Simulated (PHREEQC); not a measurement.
0.22 g of hydrous ferric oxide (600 m²/g; 0.2 weak and 0.005 strong sites per Fe, Dzombak-Morel constants, diffuse double layer) in 1 kg of water with 0.01 mol/kgw of an inert sodium salt, at 25 °C; the pH is set by adding NaOH or the inert anion's acid. O2 is buffered at 0.21 atm. CO2 from the air is kept out. No solid was allowed to form.

The numbers come from PHREEQC with the ion-association model, wateq4f.dat.

```
pH   surface charge σ (C/m²)  surface potential ψ (mV)
---  -----------------------  ------------------------
4                      0.216                       185
4.5                    0.160                       170
5                      0.113                       [?]
5.5                      [?]                       132
6                      0.050                       110
6.5                    0.030                        86
7                      0.017                       [?]
7.5                    0.008                        34
8                      0.001                         6
8.5                   -0.005                       -22
9                     -0.013                       -49
9.5                   -0.024                       -75
10                    -0.040                      -100
```

**Question.** Some entries are withheld; supply them.

**Answer.** 
- 5, surface potential ψ (mV): 152
- 5.5, surface charge σ (C/m²): 0.077
- 7, surface potential ψ (mV): 61

Complexes and solids missing from the database can't appear.
